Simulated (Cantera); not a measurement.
What does this Cantera script print?

```python
import numpy as np
import cantera as ct

gas_names = [...]  # 136 gases of nasa_gas.yaml made of C, H, N, O
cond_names = """
    C(gr) C6H6(L) C7H8(L) C8H18(L),n-octa H2O(s) H2O(L)
""".split()


# ... load() reads the species with a 1 bar reference pressure and builds the phases ...
atoms = {
    'C3H6': {'C': 3, 'H': 6},
    'NH3': {'N': 1, 'H': 3},
    'H2': {'H': 2},
    'H2O': {'H': 2, 'O': 1},
}
top_T = {'C(gr)': 4500}  # K; cautious upper limits of use, not melting points


# ... equilibrate(T, P, feed) seeds the gas with the atoms and calls Mixture.equilibrate('TP', solver="vcs", rtol=1e-11, max_steps=5000) ...
results = []
feed = {'C3H6': 1, 'NH3': 0.16, 'H2': 8.6, 'H2O': 3.3}  # mol
P = 133.322  # Pa
for T in [1423, 1523, 1623, 1723, 1823, 1923, 2023, 2123, 2223, 2323, 2423, 2523]:
    mix = equilibrate(T, P, feed)
    results.append((T, P, feed, dict(zip(mix.species_names, mix.species_moles))))

top = {s: max(r[3][s] / sum(r[3][g] for g in gas_names) for r in results) for s in gas_names}
cols = sorted((s for s in top if top[s] > 1e-05), key=lambda s: -top[s])[:7]
seen = [c for c in cond_names if any(r[3].get(c, 0) > 1e-12 for r in results)]
print("log10 of partial pressures in bar; condensed amounts in mol")
print(f"{'T/K':>10s}" + "".join(f"{s[:9]:>10s}" for s in cols + seen))
for T, P, feed, n in results:
    ng = sum(n[g] for g in gas_names)
    print(f"{T:10.4g}" + "".join(f"{np.log10(max(n[s] / ng * P / 1e5, 1e-99)):10.3f}" for s in cols)
          + "".join(f"{n.get(c, 0):10.4g}" for c in seen))
```

It prints:

```
log10 of partial pressures in bar; condensed amounts in mol
       T/K        H2         H        CO       H2O        N2        OH         O
      1423    -2.964    -6.659    -3.662    -4.695    -5.233   -10.055   -13.797
      1523    -2.964    -6.118    -3.662    -4.690    -5.233    -9.355   -12.576
      1623    -2.965    -5.643    -3.662    -4.686    -5.233    -8.742   -11.505
      1723    -2.966    -5.222    -3.662    -4.684    -5.234    -8.201   -10.557
      1823    -2.969    -4.848    -3.663    -4.683    -5.235    -7.719    -9.712
      1923    -2.975    -4.513    -3.666    -4.685    -5.238    -7.288    -8.954
      2023    -2.987    -4.215    -3.670    -4.690    -5.243    -6.901    -8.267
      2123    -3.007    -3.949    -3.679    -4.702    -5.251    -6.551    -7.642
      2223    -3.040    -3.714    -3.693    -4.724    -5.265    -6.237    -7.069
      2323    -3.094    -3.510    -3.714    -4.763    -5.287    -5.958    -6.542
      2423    -3.174    -3.338    -3.743    -4.833    -5.316    -5.721    -6.061
      2523    -3.288    -3.200    -3.779    -4.961    -5.352    -5.545    -5.641
```

Method: chemical equilibrium by Gibbs-energy minimisation in Cantera with the NASA 1993 tables (ideal gas, pure condensed phases).
